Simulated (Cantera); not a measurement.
# Adiabatic ignition

An adiabatic, constant-volume homogeneous reactor starts with H2 : O2 : N2 = 1 : 1.52 : 5.7 (molar parts), equivalence ratio 0.33, at 1000 K and 1950 Torr.

Model: the H2/O2 subset of GRI-Mech 3.0, which has no nitrogen chemistry, integrated in Cantera. The hydrogen kinetics of GRI-Mech 3.0 are dated; newer H2 mechanisms differ, most at raised pressure.

| t (s) | T (K) | P (bar) | x H2 | x O2 | x O | x OH | x H2O2 | x H2O | x HO2 |
|---|---|---|---|---|---|---|---|---|---|
| 1.00e-6 | 1000 | 2.60 | 0.122 | 0.185 | 3.44e-12 | 1.75e-12 | <1e-12 | 3.77e-12 | 5.72e-11 |
| 3.23e-6 | 1000 | 2.60 | 0.122 | 0.185 | 1.53e-11 | 5.56e-12 | <1e-12 | 4.55e-11 | 2.45e-10 |
| 1.04e-5 | 1000 | 2.60 | 0.122 | 0.185 | 3.49e-11 | 1.14e-11 | 1.24e-12 | 3.69e-10 | 1.12e-9 |
| 3.37e-5 | 1000 | 2.60 | 0.122 | 0.185 | 4.34e-11 | 1.39e-11 | 1.72e-11 | 1.90e-9 | 4.60e-9 |
| 0.000109 | 1000 | 2.60 | 0.122 | 0.185 | 4.66e-11 | 1.50e-11 | 2.07e-10 | 7.29e-9 | 1.64e-8 |
| 0.000352 | 1000 | 2.60 | 0.122 | 0.185 | 5.78e-11 | 1.88e-11 | 2.30e-9 | 2.75e-8 | 5.72e-8 |
| 0.00114 | 1000 | 2.60 | 0.122 | 0.185 | 1.14e-10 | 3.97e-11 | 2.67e-8 | 1.37e-7 | 2.31e-7 |
| 0.00367 | 1000 | 2.60 | 0.122 | 0.185 | 8.38e-10 | 3.33e-10 | 5.40e-7 | 1.92e-6 | 1.99e-6 |
| 0.0119 | 1009 | 2.62 | 0.121 | 0.184 | 2.11e-7 | 1.31e-7 | 0.000203 | 0.000847 | 6.72e-5 |
| 0.0383 | 2098 | 5.13 | 9.20e-5 | 0.131 | 0.000221 | 0.00217 | 2.67e-7 | 0.128 | 4.96e-6 |
| 0.124 | 2098 | 5.13 | 9.20e-5 | 0.131 | 0.000221 | 0.00217 | 2.67e-7 | 0.128 | 4.96e-6 |
| 0.400 | 2098 | 5.13 | 9.20e-5 | 0.131 | 0.000221 | 0.00217 | 2.67e-7 | 0.128 | 4.96e-6 |
x: mole fraction; the columns are a selection and need not sum to one.

| Quantity | Value |
|---|---|
| time of steepest temperature rise | 13.1 ms |
| temperature at 0.400 s | 2098 K |
| equilibrium temperature | 2098 K |
| x(H2) at 0.400 s | 9.20e-5 (gas-phase equilibrium 9.20e-5) |
| x(O2) at 0.400 s | 0.131 (gas-phase equilibrium 0.131) |
| x(O) at 0.400 s | 0.000221 (gas-phase equilibrium 0.000221) |
